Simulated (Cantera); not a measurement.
An isothermal, constant-pressure homogeneous reactor starts with CH4 : N2 = 1 : 160 (molar parts), at 1400 K and 10.00 Torr. Integrator tolerance rtol = 1e-08.

Cantera simulation using GRI-Mech 3.0 (53 species, 325 reactions); the numbers are that mechanism's predictions, not measurements. GRI-Mech 3.0 stops at C3 and has no aromatics, soot or wall deposition, so with more carbon than oxygen in the feed, carbon stays in small species such as C2H2 where larger ones or solid carbon would form. Radical loss at walls, strong at low pressure, is not modelled.

Q: What does this change do: temperature 1400 to 1575 K?

A: 
| quantity | before | after |
|---|---|---|
| x(CH4) at 3.00 s | 0.00617 (gas-phase equilibrium 4.17e-7) | 0.00242 (gas-phase equilibrium 5.26e-8) |
| x(H) at 3.00 s | 2.27e-8 (gas-phase equilibrium 4.08e-6) | 9.95e-6 (gas-phase equilibrium 3.48e-5) |
| x(C2H4) at 3.00 s | 8.87e-6 (gas-phase equilibrium 1.73e-8) | 6.76e-5 (gas-phase equilibrium 2.18e-9) |
| x(C2H) at 3.00 s | <1e-12 (gas-phase equilibrium 7.28e-11) | 9.40e-9 (gas-phase equilibrium 1.41e-9) |
| x(C2H2) at 3.00 s | 1.25e-6 (gas-phase equilibrium 0.000170) | 0.00178 (gas-phase equilibrium 0.000128) |
| x(C2H6) at 3.00 s | 7.55e-7 (gas-phase equilibrium <1e-12) | 5.06e-7 (gas-phase equilibrium <1e-12) |
| x(HCN) at 3.00 s | 3.89e-12 (gas-phase equilibrium 0.00583) | 5.54e-7 (gas-phase equilibrium 0.00592) |
